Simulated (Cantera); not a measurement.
A freely propagating, adiabatic, planar premixed flame of H₂ : O₂ : N₂ : H₂O = 1 : 0.5 : 1.3 : 0.49 (molar parts), equivalence ratio 1.0, unburnt at 498 K and 750 Torr; mixture-averaged transport, grid criteria slope 0.08 and curve 0.16, no radiation.

Detailed kinetics in Cantera: the H2/O2 subset of GRI-Mech 3.0, which has no nitrogen chemistry. Burning velocities carry a grid error of a few per cent, more on coarse grids.

### Question
What does this change do: H2 1 to 0.77 parts?

### Answer
```json
[
 {"quantity": "laminar burning velocity", "before": "539 cm/s", "after": "383 cm/s"},
 {"quantity": "thermal thickness", "before": "0.354 mm", "after": "0.334 mm"},
 {"quantity": "peak x(H₂O₂)", "before": "5.71e-5", "after": "6.36e-5"},
 {"quantity": "peak x(HO₂)", "before": "0.000655", "after": "0.000648"},
 {"quantity": "peak x(O)", "before": "0.00970", "after": "0.00880"}
]
```
